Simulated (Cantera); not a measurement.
## SiCl₄ + N₂ + H₂ (silicon nitride deposition)

Charge: 1 mol SiCl₄, 1.4 mol N₂, 67 mol H₂, equilibrated at 1523 K and 730 Pa.

These are equilibrium values from Cantera (NASA tables, ideal gas, pure condensed phases), not measurements of a reactor. Candidate condensed phases: NH₄Cl, Si, Si₃N₄; 28 gas species. The tables' values for SiCl₃ are old estimates; treat these amounts as uncertain. The numbers say what is thermodynamically allowed, not how fast it happens.

```
Quantity                              Value
--------------------------------  ---------
x(H₂)                                 0.934
x(HCl)                               0.0455
x(N₂)                                0.0143
x(SiCl₂)                            0.00574
x(H)                               0.000261
x(SiCl₃)                            4.97e-5
x(Cl)                               1.02e-5
x(SiCl)                             4.74e-6
x(SiHCl₃)                           2.96e-6
n(Si₃N₄(s))                       0.198 mol
gas amount                        70.01 mol
log10 activity of Si(s) (absent)      -0.10
```
